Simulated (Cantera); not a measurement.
Input (Python, Cantera) and output of one run.

```python
import numpy as np
import cantera as ct

gas_names = """
    N N2 Zr ZrN
""".split()
cond_names = """
    Zr(a) Zr(b) Zr(L) ZrN(s) ZrN(L)
""".split()


# ... load() reads the species with a 1 bar reference pressure and builds the phases ...
atoms = {
    'Zr': {'Zr': 1},
    'N2': {'N': 2},
}
top_T = {}  # K; cautious upper limits of use, not melting points


# ... equilibrate(T, P, feed) seeds the gas with the atoms and calls Mixture.equilibrate('TP', solver="vcs", rtol=1e-11, max_steps=5000) ...
results = []
feed = {'Zr': 1, 'N2': 0.76}  # mol
T = 2325  # K
P = 78000  # Pa
mix = equilibrate(T, P, feed)
results.append((T, P, feed, dict(zip(mix.species_names, mix.species_moles))))
print(gas.report(threshold=0.0001))
for i in range(1, mix.n_phases):
    print(f"{mix.phase(i).name:16s} {mix.phase_moles(i):12.5e} mol")
```

Output:

```
       temperature   2325 K
          pressure   78000 Pa
           density   0.11303 kg/m^3
  mean mol. weight   28.014 kg/kmol
   phase of matter   gas

                          1 kg             1 kmol
                     ---------------   ---------------
          enthalpy        2.4231e+06         6.788e+07  J
   internal energy         1.733e+06        4.8549e+07  J
           entropy            9265.7        2.5957e+05  J/K
    Gibbs function        -1.912e+07       -5.3562e+08  J
 heat capacity c_p            1303.1             36506  J/K
 heat capacity c_v            1006.3             28191  J/K

                      mass frac. Y      mole frac. X     chem. pot. / RT
                     ---------------   ---------------   ---------------
                N2                 1                 1           -27.708
     [   +3 minor]        2.9619e-08        5.8163e-08

Zr(L)             0.00000e+00 mol
ZrN(s)            1.00000e+00 mol
```

Method: chemical equilibrium by Gibbs-energy minimisation in Cantera with the NASA 1993 tables (ideal gas, pure condensed phases). ZrN: taken at fixed stoichiometry.
